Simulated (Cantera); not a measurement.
Input (Python, Cantera) and output of one run.

```python
import numpy as np
import cantera as ct

gas_names = """
    CL CL2 H HCL H2 Si SiCL SiCL2 SiCL3 SiCL4 SiH SiHCL3 SiH2 SiH2CL2 SiH3 SiH3CL SiH4 Si2 Si3
""".split()
cond_names = """
    Si(cr) Si(L)
""".split()


# ... load() reads the species with a 1 bar reference pressure and builds the phases ...
atoms = {
    'SiHCl3': {'Si': 1, 'H': 1, 'CL': 3},
    'H2': {'H': 2},
}
top_T = {}  # K; cautious upper limits of use, not melting points


# ... equilibrate(T, P, feed) seeds the gas with the atoms and calls Mixture.equilibrate('TP', solver="vcs", rtol=1e-11, max_steps=5000) ...
results = []
feed = {'SiHCl3': 1, 'H2': 68}  # mol
P = 1000  # Pa
for T in [1998, 2048, 2098, 2148, 2198, 2248, 2298, 2348, 2398]:
    mix = equilibrate(T, P, feed)
    results.append((T, P, feed, dict(zip(mix.species_names, mix.species_moles))))
    x = sorted(zip(gas.X, gas.species_names), reverse=True)
    print(f"T = {T:g} K  P = {P:g} Pa  gas = {mix.phase_moles(0):.4g} mol")
    print("   x: " + "  ".join(f"{s} {v:.3e}" for v, s in x if v > 1e-05))
    print("   condensed (mol): " + ("  ".join(f"{mix.phase(i).name} {mix.phase_moles(i):.4g}"
          for i in range(1, mix.n_phases) if mix.phase_moles(i) > 1e-12) or "none"))
```

Output:

```
T = 1998 K  P = 1000 Pa  gas = 70.9 mol
   x: H2 9.406e-01  HCL 3.512e-02  H 1.556e-02  Si 4.253e-03  SiCL2 3.147e-03  SiCL 4.622e-04  CL 4.327e-04  SiH 2.811e-04  SiH2 9.874e-05  Si2 4.387e-05
   condensed (mol): Si(L) 0.4072
T = 2048 K  P = 1000 Pa  gas = 71.38 mol
   x: H2 9.311e-01  HCL 3.486e-02  H 2.161e-02  Si 7.557e-03  SiCL2 2.958e-03  SiCL 6.475e-04  CL 5.990e-04  SiH 4.432e-04  SiH2 1.291e-04  Si2 8.769e-05  Si3 1.837e-05
   condensed (mol): Si(L) 0.1458
T = 2098 K  P = 1000 Pa  gas = 71.86 mol
   x: H2 9.202e-01  HCL 3.564e-02  H 2.952e-02  Si 1.003e-02  SiCL2 2.275e-03  CL 8.416e-04  SiCL 7.064e-04  SiH 5.244e-04  SiH2 1.277e-04  Si2 9.999e-05  Si3 1.571e-05
   condensed (mol): none
T = 2148 K  P = 1000 Pa  gas = 72.31 mol
   x: H2 9.087e-01  H 3.973e-02  HCL 3.668e-02  Si 1.090e-02  SiCL2 1.493e-03  CL 1.174e-03  SiCL 6.415e-04  SiH 5.100e-04  SiH2 1.046e-04  Si2 7.790e-05
   condensed (mol): none
T = 2198 K  P = 1000 Pa  gas = 72.86 mol
   x: H2 8.949e-01  H 5.268e-02  HCL 3.712e-02  Si 1.152e-02  CL 1.590e-03  SiCL2 9.482e-04  SiCL 5.634e-04  SiH 4.841e-04  SiH2 8.418e-05  Si2 5.850e-05
   condensed (mol): none
T = 2248 K  P = 1000 Pa  gas = 73.52 mol
   x: H2 8.784e-01  H 6.886e-02  HCL 3.704e-02  Si 1.192e-02  CL 2.102e-03  SiCL2 5.894e-04  SiCL 4.829e-04  SiH 4.512e-04  SiH2 6.691e-05  Si2 4.290e-05
   condensed (mol): none
T = 2298 K  P = 1000 Pa  gas = 74.34 mol
   x: H2 8.586e-01  H 8.875e-02  HCL 3.651e-02  Si 1.215e-02  CL 2.718e-03  SiH 4.150e-04  SiCL 4.070e-04  SiCL2 3.618e-04  SiH2 5.272e-05  Si2 3.102e-05
   condensed (mol): none
T = 2348 K  P = 1000 Pa  gas = 75.33 mol
   x: H2 8.349e-01  H 1.128e-01  HCL 3.560e-02  Si 1.225e-02  CL 3.448e-03  SiH 3.780e-04  SiCL 3.390e-04  SiCL2 2.207e-04  SiH2 4.128e-05  Si2 2.228e-05
   condensed (mol): none
T = 2398 K  P = 1000 Pa  gas = 76.54 mol
   x: H2 8.068e-01  H 1.415e-01  HCL 3.435e-02  Si 1.224e-02  CL 4.298e-03  SiH 3.415e-04  SiCL 2.801e-04  SiCL2 1.342e-04  SiH2 3.215e-05  Si2 1.596e-05
   condensed (mol): none
```

Equilibrium computed with Cantera from the NASA thermochemical tables; the gas is ideal and each condensed phase is pure. The tables' values for SiCl are old estimates; treat these amounts as uncertain. Gases not in the tables: Si2H6 and higher silanes.
